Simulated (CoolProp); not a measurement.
A single-stage vapour-compression cycle with nitrous oxide: evaporating at 269.15 K (dew point), condensing at 301.15 K (bubble point), superheat 2 K, subcooling 8 K, compressor efficiency 0.8, no pressure losses. Each further row changes one setting.

Computed with CoolProp (reference Helmholtz-energy equation of state, Lemmon 2006). It is a short technical equation, of lower accuracy than the large ones.

```csv
case,cooling COP,pressure ratio,discharge temperature (K),refrigerating effect (kJ/kg),volumetric capacity (kJ/m³)
as stated,4.91,2.15,332.6,191,14200
evaporating temperature 274.15 K,6.04,___,327.1,190,16300
condensing temperature 296.15 K,6.17,___,___,___,15100
subcooling 13 K,5.25,2.15,332.6,204,15100
superheat 12 K,4.82,2.15,___,205,13900
compressor efficiency 0.7,___,2.15,___,191,14200
```

### Question
Some entries are withheld; supply them.

### Answer

- evaporating temperature 274.15 K, pressure ratio: 1.89
- condensing temperature 296.15 K, pressure ratio: 1.92
- condensing temperature 296.15 K, discharge temperature (K): 323.0
- condensing temperature 296.15 K, refrigerating effect (kJ/kg): 203
- superheat 12 K, discharge temperature (K): 345.0
- compressor efficiency 0.7, cooling COP: 4.29
- compressor efficiency 0.7, discharge temperature (K): 336.3
